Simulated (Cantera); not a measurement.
A closed system holds: 1 mol SiH4, 0.2 mol N2, equilibrated at 7.20 mbar.

Method: chemical equilibrium by Gibbs-energy minimisation in Cantera with the NASA 1993 tables (ideal gas, pure condensed phases). Candidate condensed phases: Si, Si3N4; 18 gas species. N2 is the only nitrogen source here; it is nearly inert below about 1500 K, so the nitride shown seldom forms there in practice. Mutual solubility and eutectic melting of coexisting phases are not modelled. Rates play no part.

Q: At 1450 K, list the 3 most abundant gas species with their mole fractions, and the condensed phases.

A: H2 0.998, N2 0.00238, H 0.000111. Condensed: Si(s) + Si3N4(s).
